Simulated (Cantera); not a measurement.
A perfectly stirred reactor is fed with CO : O₂ : H₂O : N₂ = 0.0092 : 0.0045 : 0.0024 : 1 (molar parts), at 740000 Pa; it is held at 973 K, and followed from long to short residence time.

Computed with Cantera and GRI-Mech 3.0 (53 species, 325 reactions).

### Question
What does this change do: temperature 973 to 1100 K?

### Answer
```
quantity                 before     after
----------------------  -------  --------
x(CO) at τ = 17.0 s     0.00448  0.000668
x(O₂) at τ = 17.0 s     0.00214  0.000243
x(H₂O) at τ = 17.0 s    0.00236   0.00236
x(HO₂) at τ = 17.0 s    3.50e-7   3.69e-7
x(H₂O₂) at τ = 17.0 s   4.23e-8   4.98e-9
x(CO) at τ = 0.340 s    0.00891   0.00587
x(O₂) at τ = 0.340 s    0.00436   0.00284
x(H₂O) at τ = 0.340 s   0.00236   0.00235
x(HO₂) at τ = 0.340 s   3.02e-7   1.66e-6
x(H₂O₂) at τ = 0.340 s  3.13e-8   9.94e-8
```
